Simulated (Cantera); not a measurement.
An adiabatic, constant-pressure homogeneous reactor starts with CH4 : O2 : N2 : H2O = 1 : 0.8 : 3.01 : 0.74 (molar parts), at 1525 K and 5480 Torr. Integrator tolerance rtol = 1e-08.

Detailed kinetics in Cantera: GRI-Mech 3.0 (53 species, 325 reactions).

Task: What does this change do: CH4 1 to 0.31 parts?

Result: 
```
quantity                                                            before                                      after
---------------------------------  ---------------------------------------  -----------------------------------------
time of steepest temperature rise                                 0.423 ms                                   0.231 ms
temperature at 1.00 s                                               2209 K                                     2589 K
equilibrium temperature                                             2209 K                                     2589 K
x(CH4) at 1.00 s                   5.50e-9 (gas-phase equilibrium 6.24e-9)      <1e-12 (gas-phase equilibrium <1e-12)
x(O2) at 1.00 s                    1.26e-7 (gas-phase equilibrium 1.26e-7)      0.0341 (gas-phase equilibrium 0.0341)
x(H2O) at 1.00 s                       0.179 (gas-phase equilibrium 0.179)        0.266 (gas-phase equilibrium 0.266)
x(NO) at 1.00 s                    7.53e-6 (gas-phase equilibrium 7.53e-6)    0.00950 (gas-phase equilibrium 0.00950)
x(H) at 1.00 s                     0.00105 (gas-phase equilibrium 0.00105)  0.000952 (gas-phase equilibrium 0.000952)
x(H2) at 1.00 s                        0.226 (gas-phase equilibrium 0.226)    0.00484 (gas-phase equilibrium 0.00484)
```

Task: What does this change do: pressure from 5480 Torr to 7500 Torr?

Result: 
```json
[
 {"quantity": "time of steepest temperature rise", "before": "0.423 ms", "after": "0.320 ms"},
 {"quantity": "temperature at 1.00 s", "before": "2209 K", "after": "2209 K"},
 {"quantity": "equilibrium temperature", "before": "2209 K", "after": "2209 K"},
 {"quantity": "x(CH4) at 1.00 s", "before": "5.50e-9 (gas-phase equilibrium 6.24e-9)", "after": "1.03e-8 (gas-phase equilibrium 1.17e-8)"},
 {"quantity": "x(O2) at 1.00 s", "before": "1.26e-7 (gas-phase equilibrium 1.26e-7)", "after": "9.31e-8 (gas-phase equilibrium 9.31e-8)"},
 {"quantity": "x(H2O) at 1.00 s", "before": "0.179 (gas-phase equilibrium 0.179)", "after": "0.179 (gas-phase equilibrium 0.179)"},
 {"quantity": "x(NO) at 1.00 s", "before": "7.53e-6 (gas-phase equilibrium 7.53e-6)", "after": "6.48e-6 (gas-phase equilibrium 6.48e-6)"},
 {"quantity": "x(H) at 1.00 s", "before": "0.00105 (gas-phase equilibrium 0.00105)", "after": "0.000900 (gas-phase equilibrium 0.000900)"},
 {"quantity": "x(H2) at 1.00 s", "before": "0.226 (gas-phase equilibrium 0.226)", "after": "0.226 (gas-phase equilibrium 0.226)"}
]
```
